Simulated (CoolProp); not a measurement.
Saturation properties of R113.

Model: reference Helmholtz-energy equation of state, Marx 1992, in CoolProp.

| T (°C) | p (bar) | liquid density (kg/m³) | vapour density (kg/m³) | liquid cp (kJ/(kg K)) | surface tension (mN/m) |
|---|---|---|---|---|---|
| 10.25 | 0.2420 | 1598 | 1.953 | 0.9044 | 18.9 |
| 34.05 | 0.6322 | ? | 4.777 | 0.9266 | 16.2 |
| 57.85 | 1.406 | 1482 | 10.10 | 0.9515 | 13.6 |
| 81.55 | 2.760 | 1420 | 19.15 | 0.9798 | ? |
| 105.35 | ? | 1353 | 33.73 | 1.014 | 8.66 |
| 129.05 | 8.195 | 1278 | 56.21 | 1.059 | 6.38 |
| 152.85 | 12.84 | 1192 | 91.08 | 1.127 | ? |
| 176.65 | 19.21 | 1083 | 147.4 | 1.264 | 2.31 |
| 200.35 | ? | ? | 255.3 | ? | 0.664 |

Complete the blanks.


- 34.05, liquid density (kg/m³): 1541
- 81.55, surface tension (mN/m): 11.1
- 105.35, p (bar): 4.942
- 152.85, surface tension (mN/m): 4.25
- 200.35, p (bar): 27.70
- 200.35, liquid density (kg/m³): 918.7
- 200.35, liquid cp (kJ/(kg K)): 1.806

It boils at 47.6 °C under 1 atm.

Surface tension comes from a separate correlation (Mulero 2012).
